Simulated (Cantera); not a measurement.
Charge: 1 mol Si3N4, 0.0022 mol H2O, a varied amount of H2, held at 1450 °C and 0.700 bar.

Cantera equilibrium calculation (NASA polynomials, part measured and part estimated; ideal gas, pure solids and liquids). Candidate condensed phases: H2O, Si, SiO2, Si2N2O, Si3N4; 35 gas species. Mutual solubility and eutectic melting of coexisting phases are not modelled. Gases not in the tables: Si2H6 and higher silanes. The numbers say what is thermodynamically allowed, not how fast it happens.

log p: log10 of the partial pressure in bar; n: condensed amount in mol.

```
n(H2) (mol)  log p H2  log p N2  log p H  log p SiO  log p SiH2  log p SiH  log p Si  n Si(l)  n Si2N2O(s)  n Si3N4(s)
-----------  --------  --------  -------  ---------  ----------  ---------  --------  -------  -----------  ----------
5.3             -0.16     -2.63    -3.82      -4.04       -4.93      -5.93     -6.01   0.0254      0.00150       0.990
7.4             -0.16     -2.63    -3.82      -4.04       -4.93      -5.93     -6.01   0.0359      0.00122       0.987
10              -0.16     -2.63    -3.82      -4.04       -4.93      -5.93     -6.01   0.0489     0.000878       0.983
15              -0.16     -2.63    -3.82      -4.04       -4.93      -5.93     -6.01   0.0739     0.000217       0.974
20              -0.16     -2.63    -3.82          ?       -4.93      -5.93     -6.01   0.0992            0       0.966
29              -0.16     -2.63    -3.82          ?       -4.93      -5.93     -6.01    0.145            0       0.951
40              -0.16     -2.63    -3.82          ?       -4.93      -5.93     -6.01    0.200            0       0.932
57              -0.16     -2.63    -3.82          ?       -4.93      -5.93     -6.01    0.287            0       0.903
80              -0.16     -2.63    -3.82          ?       -4.93      -5.93     -6.01    0.403            0       0.864
110             -0.16     -2.63    -3.82          ?       -4.93      -5.93     -6.01    0.555            0       0.813
160             -0.16     -2.63    -3.82          ?       -4.93      -5.93     -6.01    0.809            0       0.729
220             -0.16     -2.63    -3.82          ?       -4.93      -5.93     -6.01     1.11            0       0.627
```

**Question.** Some entries are withheld; supply them.

**Answer.** 
- 20, log p SiO: -4.12
- 29, log p SiO: -4.28
- 40, log p SiO: -4.42
- 57, log p SiO: -4.57
- 80, log p SiO: -4.72
- 110, log p SiO: -4.86
- 160, log p SiO: -5.02
- 220, log p SiO: -5.16
